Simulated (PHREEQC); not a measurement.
A solution holds 2.2 mol LiBr, 1 mol CaCl2 and 4.7 mol NaCl per kg of water, at 25 °C. Closed to the air; pH follows from the charge balance.

Model: Pitzer model, pitzer.dat, run in PHREEQC.

| quantity | before | after |
|---|---|---|
| SI of Halite (NaCl) | +0.57 | -4.30 |
| SI of Portlandite (Ca(OH)2) | -10.34 | -11.28 |

### Question
Which change was made?
A. LiBr from 2.2 to 1.1 mol/kgw
B. temperature from 25 to 30 °C
C. LiBr from 2.2 to 0.22 mol/kgw
D. diluted 100-fold with water
E. diluted 5-fold with water

### Answer
D, diluted 100-fold with water

This is a speciation only: nothing precipitates in the calculation. Some of these states are supersaturated (in Halite, for instance).
